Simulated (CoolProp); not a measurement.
Vapour-liquid equilibrium of ethylbenzene (1) + n-nonane (2) at 344 kPa; x and y are mole fractions of (1).

Model: multi-fluid Helmholtz-energy mixture model, Zhou 2012 and Lemmon 2006; pair parameters Bell 2016, in CoolProp.

| x | bubble temperature, mixture model (°C) | bubble temperature, Raoult's law (°C) | y, mixture model | y, Raoult's law |
|---|---|---|---|---|
| 0.05 | 202.6 | 203.0 | 0.069 | 0.066 |
| 0.15 | 200.3 | 201.3 | 0.200 | 0.193 |
| 0.25 | 198.1 | 199.6 | 0.319 | 0.312 |
| 0.35 | 196.2 | 198.0 | 0.427 | 0.423 |
| 0.45 | 194.4 | 196.4 | 0.526 | 0.527 |
| 0.55 | 192.9 | 194.9 | 0.617 | 0.625 |
| 0.65 | 191.6 | 193.4 | 0.704 | 0.718 |
| 0.75 | 190.4 | 192.0 | 0.787 | 0.804 |
| 0.85 | 189.5 | 190.6 | 0.870 | 0.886 |
| 0.95 | 188.8 | 189.2 | 0.955 | 0.963 |

The largest gap from Raoult's law is -2.0 K in bubble temperature, at x = 0.55. No azeotrope shows between x = 0.05 and 0.95.

Pair parameters are fitted to limited data, so mixtures are less certain than the pure fluids.
